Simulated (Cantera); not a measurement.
Feed: 1 mol SiCl4, 0.081 mol C3H8, 18 mol H2, held at 1.33 mbar.

Method: chemical equilibrium by Gibbs-energy minimisation in Cantera with the NASA 1993 tables (ideal gas, pure condensed phases). Candidate condensed phases: C, C6H6, C7H8, C8H18, Si, SiC; 109 gas species. The tables' values for SiCl are old estimates; treat these amounts as uncertain. Gases not in the tables: Si2H6 and higher silanes. Rates play no part. All values below are at 2173 K.

Base state: H2 0.689, HCl 0.145, H 0.110, Si 0.0258, Cl 0.0168, SiCl2 0.00733, SiCl 0.00227, SiC2 0.00147 (mole fractions); condensed: SiC(s).

### Question
What changes in the equilibrium state with this change: H2 from 18 to 120 mol?

### Answer
```csv
species,before,after
H2,0.689,0.840
H,0.110,0.121
HCl,0.145,0.0273
Si,0.0258,0.00696
Cl,0.0168,0.00288
SiCl2,0.00733,5.78e-5
SiCl,0.00227,0.000104
Si2C,0.00138,7.40e-5
"SiC(s), mol",0.101,0
```

### Question
What changes in the equilibrium state with this change: pressure from 1.33 mbar to 3.80 mbar?

### Answer
```tsv
species	before	after
H2	0.689	0.741
HCl	0.145	0.145
H	0.110	0.0674
Si	0.0258	0.0180
SiCl2	0.00733	0.0137
Cl	0.0168	0.00965
SiC2	0.00147	0.000260
C2H2 (acetylene)	0.00100	0.000273
SiCl3	6.13e-6	1.87e-5
SiH2	2.20e-5	4.70e-5
SiC(s), mol	0.101	0.199
```
The tables' values for SiCl, SiCl3 are old estimates; treat these amounts as uncertain.
